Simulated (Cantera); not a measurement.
Feed: 1 mol KCl, 44 mol H₂, held at 1625 °C and 0.00130 bar.

Method: chemical equilibrium by Gibbs-energy minimisation in Cantera with the NASA 1993 tables (ideal gas, pure condensed phases). Candidate condensed phases: K, KCl; 10 gas species. Rates play no part.

Base state: H₂ 0.948, H 0.0211, KCl 0.0130, K 0.00891, HCl 0.00877, Cl 0.000147 (mole fractions); condensed: gas only.

Q: What changes in the equilibrium state with this change: pressure from 0.00130 bar to 3.80e-5 bar?

A: 
| species | before | after |
|---|---|---|
| H₂ | 0.948 | 0.848 |
| H | 0.0211 | 0.117 |
| K | 0.00891 | 0.0148 |
| KCl | 0.0130 | 0.00595 |
| HCl | 0.00877 | 0.0134 |
| Cl | 0.000147 | 0.00139 |
